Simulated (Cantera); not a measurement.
A diamond (100) surface in a fixed gas of H2 with x(CH4) = 0.016, x(CH3) = 4.4e-05, at 1025 K, 0.0296 atm; coverages are run to steady state.

Model: the Harris–Goodwin 1993 mechanism for the reconstructed diamond (100) surface, integrated in Cantera.

θ: site fractions in the mechanism's names (c6HH fully hydrogenated, c6H* and c6*H radical sites, c6** diradical, c6HM methylated).

```json
[
 {"x(H)": "0.0001", "growth (µm/h)": "0.0895", "θ c6HH": "0.600", "θ c6H*": "0.0180", "θ c6*H": "0.344", "θ c6**": "0.00496", "θ c6HM": "0.0230"},
 {"x(H)": "0.0002", "growth (µm/h)": "…", "θ c6HH": "0.580", "θ c6H*": "0.0189", "θ c6*H": "0.362", "θ c6**": "…", "θ c6HM": "0.0226"},
 {"x(H)": "0.0004", "growth (µm/h)": "0.290", "θ c6HH": "0.571", "θ c6H*": "0.0195", "θ c6*H": "0.373", "θ c6**": "0.00877", "θ c6HM": "0.0195"},
 {"x(H)": "0.0008", "growth (µm/h)": "0.429", "θ c6HH": "0.569", "θ c6H*": "0.0199", "θ c6*H": "0.381", "θ c6**": "0.00999", "θ c6HM": "0.0146"},
 {"x(H)": "0.0016", "growth (µm/h)": "0.558", "θ c6HH": "0.570", "θ c6H*": "0.0202", "θ c6*H": "0.386", "θ c6**": "0.0108", "θ c6HM": "0.00959"},
 {"x(H)": "0.0032", "growth (µm/h)": "0.654", "θ c6HH": "0.571", "θ c6H*": "0.0204", "θ c6*H": "0.389", "θ c6**": "0.0112", "θ c6HM": "0.00564"},
 {"x(H)": "0.0064", "growth (µm/h)": "0.714", "θ c6HH": "0.572", "θ c6H*": "0.0205", "θ c6*H": "0.391", "θ c6**": "0.0115", "θ c6HM": "…"},
 {"x(H)": "0.013", "growth (µm/h)": "0.749", "θ c6HH": "0.573", "θ c6H*": "0.0206", "θ c6*H": "0.392", "θ c6**": "0.0116", "θ c6HM": "0.00160"},
 {"x(H)": "0.026", "growth (µm/h)": "0.768", "θ c6HH": "0.573", "θ c6H*": "0.0207", "θ c6*H": "0.393", "θ c6**": "0.0117", "θ c6HM": "0.000818"}
]
```

Problem. What belongs in the gaps?

Solution. 
- 0.0002, growth (µm/h): 0.171
- 0.0002, θ c6**: 0.00703
- 0.0064, θ c6HM: 0.00309
